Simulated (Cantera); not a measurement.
# SiO2 + HF + N2 (oxide etching and cleaning by halides)

Feed: 1 mol SiO2, 41 mol HF, 1.6 mol N2, equilibrated at 1223.15 K.

Method: chemical equilibrium by Gibbs-energy minimisation in Cantera with the NASA 1993 tables (ideal gas, pure condensed phases). Candidate condensed phases: H2O, Si, SiO2, Si2N2O, Si3N4; 58 gas species. The tables hold silica as quartz up to 1696 K and as liquid above; real silica turns to tridymite and cristobalite and melts near 1996 K. Kinetics and transport are ignored.

| P (Pa) | x HF | x H2O | x N2 | x SiF4 | x H2 | x H2F2 | x O2 | x OH | n SiO2(β-quartz) |
|---|---|---|---|---|---|---|---|---|---|
| 1 | 0.934 | 0.0186 | 0.0379 | 0.00931 | 3.12e-5 | 1.84e-10 | 1.48e-5 | 2.86e-6 | 0.607 |
| 5.20 | 0.915 | 0.0313 | 0.0381 | 0.0157 | 2.55e-5 | 9.16e-10 | 1.20e-5 | 2.34e-6 | 0.342 |
| 27 | 0.889 | 0.0481 | 0.0385 | 0.0240 | 1.96e-5 | 4.49e-9 | 9.22e-6 | 1.79e-6 | 0 |
| 140 | 0.889 | 0.0481 | 0.0385 | 0.0240 | 1.14e-5 | 2.33e-8 | 5.30e-6 | 1.04e-6 | 0 |
| 720 | 0.889 | 0.0481 | 0.0385 | 0.0240 | 6.60e-6 | 1.20e-7 | 3.06e-6 | 5.99e-7 | 0 |
| 3700 | 0.889 | 0.0481 | 0.0385 | 0.0240 | 3.84e-6 | 6.16e-7 | 1.76e-6 | 3.47e-7 | 0 |
| 19000 | 0.889 | 0.0481 | 0.0385 | 0.0240 | 2.24e-6 | 3.16e-6 | 1.01e-6 | 2.00e-7 | 0 |
| 100000 | 0.889 | 0.0481 | 0.0385 | 0.0240 | 1.29e-6 | 1.66e-5 | 5.75e-7 | 1.15e-7 | 0 |
x: gas mole fraction; n: condensed amount in mol.

From 1.00e-5 bar to 5.20e-5 bar the condensed part is SiO2(β-quartz). From 0.000270 bar to 1.00 bar nothing is condensed. The main Si-bearing gas is SiF4 throughout.
